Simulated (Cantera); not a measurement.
Standard-state values (1 bar) from the NASA 1993 polynomials, evaluated with Cantera. Values are per mole of reaction as written; species without (g) are pure solids or liquids, kept so even where they would boil at 1 bar.

a) 0.8 V + O2(g) = 0.4 V2O5
b) 1.143 Ti + O2(g) = 0.2857 Ti4O7
c) 2 Si + O2(g) = 2 SiO(g)

Task: Order these by ΔG° at 575 K, most negative first.

Result: b (-868 kJ), a (-520 kJ), c (-303 kJ)
